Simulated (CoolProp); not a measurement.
Vapour-liquid equilibrium of acetone (1) + ethanol (2) at 316.1 K; x and y are mole fractions of (1).

The numbers come from the multi-fluid Helmholtz-energy mixture model, Lemmon 2006 and Schroeder 2014; pair parameters Bell 2016 in CoolProp.

```
x     bubble pressure (MPa)  y at the bubble point  dew pressure at overall composition x (MPa)  liquid density (mol/L)
----  ---------------------  ---------------------  -------------------------------------------  ----------------------
0.05                0.02565                  0.227                                      0.02170                   16.48
0.15                0.03352                  0.461                                      0.02378                   16.04
0.25                0.03951                  0.584                                      0.02627                   15.63
0.35                0.04420                  0.663                                      0.02931                   15.23
0.45                0.04802                  0.721                                      0.03306                   14.86
0.55                0.05130                  0.771                                      0.03771                   14.51
0.65                0.05425                  0.817                                      0.04341                   14.17
0.75                0.05700                  0.863                                      0.04993                   13.86
0.85                0.05962                  0.913                                      0.05626                   13.56
0.95                0.06211                  0.969                                      0.06132                   13.29
```

No azeotrope shows between x = 0.05 and 0.95.

Pair parameters are fitted to limited data, so mixtures are less certain than the pure fluids.
